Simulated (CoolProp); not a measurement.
Aqueous sodium chloride as a coolant, 5 % by mass, freezing at -3.1 °C, 1 atm.

Values from CoolProp's Melinder's fits for secondary coolants.

| T (°C) | density (kg/m³) | conductivity (W/(m K)) | viscosity (mPa s) | cp (kJ/(kg K)) |
|---|---|---|---|---|
| -0.4 | 1038 | 0.558 | 1.92 | 3.912 |
| 6.9 | 1037 | 0.571 | 1.53 | 3.917 |
| 14.1 | 1036 | 0.584 | 1.26 | 3.923 |
| 21.3 | 1034 | 0.596 | 1.05 | 3.929 |
| 28.6 | 1031 | 0.608 | 0.894 | 3.936 |
| 35.8 | 1029 | 0.619 | 0.778 | 3.944 |
